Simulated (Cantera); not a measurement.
Charge: 1 mol Al2O3, 26 mol Cl2, 1.9 mol H2, held at 1448 K.

Equilibrium computed with Cantera from the NASA thermochemical tables; the gas is ideal and each condensed phase is pure. Candidate condensed phases: Al, AlCl3, Al2O3, H2O; 29 gas species. The numbers say what is thermodynamically allowed, not how fast it happens.

Task: What share of the Al ends up in condensed phases as a function of P (Pa), at 1, 10, 100, 1000, 10000, 100000?

Result: 
| P (Pa) | Al condensed (%) | as |
|---|---|---|
| 1 | 98.7 | Al2O3(s) |
| 10 | 94.2 | Al2O3(s) |
| 100 | 85.1 | Al2O3(s) |
| 1000 | 82.9 | Al2O3(s) |
| 10000 | 85.9 | Al2O3(s) |
| 100000 | 89.4 | Al2O3(s) |
